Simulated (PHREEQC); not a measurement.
A solution holds 0.27 mol CdCl2, 0.059 mol Na2SO4 and 0.63 mol HCl per kg of water, at 41 °C. Closed to the air; pH follows from the charge balance.

Computed with PHREEQC (ion-association model, phreeqc.dat).

```
quantity                  before   after
------------------------  ------  ------
pH                          0.37    5.42
ionic strength (mol/kgw)   0.810   0.875
Cl- (mol/kgw)              0.679   0.684
CdCl2 (mol/kgw)            0.110   0.109
CdCl+ (mol/kgw)           0.0960  0.0952
CdCl3- (mol/kgw)          0.0580  0.0575
```

**Question.** Name the change that produced these shifts.
A. HCl replaced by LiCl at the same molality
B. diluted 2-fold with water
C. temperature from 41 to 20 °C
D. 0.042 mol/kgw H2SO4 added
E. Na2SO4 left out

**Answer.** A, HCl replaced by LiCl at the same molality

This is a speciation only: nothing precipitates in the calculation. The ionic strength passes 0.7 mol/kgw, the rough limit of the ion-association models, in every such run. Away from 25 °C the constants follow the database's enthalpies or fits; those with neither stay at their 25 °C values.
